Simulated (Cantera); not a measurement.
A Cantera script and its output.

```python
import numpy as np
import cantera as ct

gas = ct.Solution("gri30.yaml")
gas.TPX = 1625, 1600000, {'C3H8': 1, 'O2': 2.08, 'N2': 7.83}
reactor = ct.IdealGasReactor(gas, energy="on", clone=False)
net = ct.ReactorNet([reactor])
net.rtol, net.atol = 1e-08, 1e-16
show = ['C3H8', 'O2', 'CH2O', 'OH', 'H2O', 'HCO', 'C2H4']
times = np.geomspace(3e-06, 0.6, 14)

steps = ct.SolutionArray(gas, extra=["t"])
rows = []
print(f"{'t/s':>10s}{'T/K':>9s}{'P/Pa':>11s}" + "".join(f"{s:>11s}" for s in show))
for t in times:
    while net.time < t:
        t_next = net.step()
        steps.append(gas.state, t=t_next)
    rows.append([np.interp(t, steps.t, y) for y in (steps.T, steps.P, *steps(*show).X.T)])
    print(f"{t:10.3e}{rows[-1][0]:9.1f}{rows[-1][1]:11.4g}" + "".join(f"{x:11.3e}" for x in rows[-1][2:]))
rate = np.gradient(steps.T, steps.t)
print("integrator steps:", len(steps.t))
if steps.T.max() > steps.T[0] + 200:
    print(f"time of steepest temperature rise: {steps.t[rate.argmax()]:.4e} s")
gas.TPX = 1625, 1600000, {'C3H8': 1, 'O2': 2.08, 'N2': 7.83}
gas.equilibrate("UV")
print(f"equilibrium (UV): T = {gas.T:.1f} K  " + "  ".join(f"{s} {gas[s].X[0]:.3e}" for s in show))
```

Output:

```
       t/s      T/K       P/Pa       C3H8         O2       CH2O         OH        H2O        HCO       C2H4
 3.000e-06   1658.1  1.709e+06  5.025e-02  1.647e-01  7.881e-03  7.641e-05  1.722e-02  1.963e-05  3.588e-02
 7.672e-06   2876.0  3.796e+06  2.637e-10  3.561e-06  1.402e-05  9.430e-04  8.217e-02  6.173e-06  2.170e-05
 1.962e-05   2866.5  3.851e+06  1.083e-15  2.396e-06  7.387e-07  7.511e-04  6.776e-02  4.811e-06  5.895e-08
 5.017e-05   2867.7  3.854e+06  6.221e-24  2.451e-06  5.876e-07  7.601e-04  6.758e-02  4.854e-06  9.722e-13
 1.283e-04   2869.2  3.856e+06  3.591e-24  2.486e-06  5.878e-07  7.660e-04  6.769e-02  4.871e-06  7.452e-13
 3.281e-04   2869.5  3.857e+06  3.388e-24  2.494e-06  5.878e-07  7.673e-04  6.771e-02  4.874e-06  7.263e-13
 8.390e-04   2869.5  3.857e+06  3.382e-24  2.494e-06  5.878e-07  7.673e-04  6.771e-02  4.874e-06  7.258e-13
 2.145e-03   2869.5  3.857e+06  3.382e-24  2.494e-06  5.878e-07  7.673e-04  6.771e-02  4.874e-06  7.258e-13
 5.486e-03   2869.5  3.857e+06  3.382e-24  2.494e-06  5.878e-07  7.673e-04  6.771e-02  4.874e-06  7.258e-13
 1.403e-02   2869.5  3.857e+06  3.382e-24  2.494e-06  5.878e-07  7.673e-04  6.771e-02  4.874e-06  7.258e-13
 3.588e-02   2869.5  3.857e+06  3.382e-24  2.494e-06  5.878e-07  7.673e-04  6.771e-02  4.874e-06  7.258e-13
 9.175e-02   2869.5  3.857e+06  3.382e-24  2.494e-06  5.878e-07  7.673e-04  6.771e-02  4.874e-06  7.258e-13
 2.346e-01   2869.5  3.857e+06  3.382e-24  2.494e-06  5.878e-07  7.673e-04  6.771e-02  4.874e-06  7.258e-13
 6.000e-01   2869.5  3.857e+06  3.382e-24  2.494e-06  5.878e-07  7.673e-04  6.771e-02  4.874e-06  7.258e-13
integrator steps: 1765
time of steepest temperature rise: 4.5152e-06 s
equilibrium (UV): T = 2869.5 K  C3H8 4.398e-24  O2 2.494e-06  CH2O 5.878e-07  OH 7.673e-04  H2O 6.771e-02  HCO 4.874e-06  C2H4 8.007e-13
```

Cantera simulation using GRI-Mech 3.0 (53 species, 325 reactions); the numbers are that mechanism's predictions, not measurements. GRI-Mech 3.0 was tuned for natural gas; its chemistry of propane as a main component is partial and can be far from experiment. The pressure lies above the range GRI-Mech 3.0 was tuned for (to about 10 atm).
